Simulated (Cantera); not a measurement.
Feed: 1 mol Mg(OH)2, 0.11 mol H2, at 1.00 bar.

Cantera equilibrium calculation (NASA polynomials, part measured and part estimated; ideal gas, pure solids and liquids). Candidate condensed phases: H2O, Mg, MgO, Mg(OH)2; 15 gas species. The numbers say what is thermodynamically allowed, not how fast it happens. All values below are at 1650 K.

Base state: H2O 0.901, H2 0.0991, H 2.86e-5, OH 1.17e-5 (mole fractions); condensed: MgO(s).

Problem. What changes in the equilibrium state with this change: Mg(OH)2 replaced by MgCO3?

Solution. 
```json
[
 {"species": "CO2", "before": "0", "after": "0.805"},
 {"species": "CO", "before": "0", "after": "0.0956"},
 {"species": "H2O", "before": "0.901", "after": "0.0956"},
 {"species": "H2", "before": "0.0991", "after": "0.00353"},
 {"species": "H", "before": "2.86e-5", "after": "5.40e-6"},
 {"species": "OH", "before": "1.17e-5", "after": "6.60e-6"},
 {"species": "MgO(s), mol", "before": "1.000", "after": "1.00"}
]
```
Further candidate phases: C, C6H6, C7H8, C8H18, MgCO3.
